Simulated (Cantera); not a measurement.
Input: 1 mol SiC, 3.1 mol H2, at 400000 Pa.

Cantera equilibrium calculation (NASA polynomials, part measured and part estimated; ideal gas, pure solids and liquids). Candidate condensed phases: C, C6H6, C7H8, C8H18, Si, SiC; 87 gas species. Gases not in the tables: Si2H6 and higher silanes. Rates play no part.

Q: At 1873 K, list the 4 most abundant gas species with their mole fractions, and the condensed phases.

A: H2 1.000, H 0.000323, CH4 8.09e-5, SiH2 4.90e-5. Condensed: SiC(s).
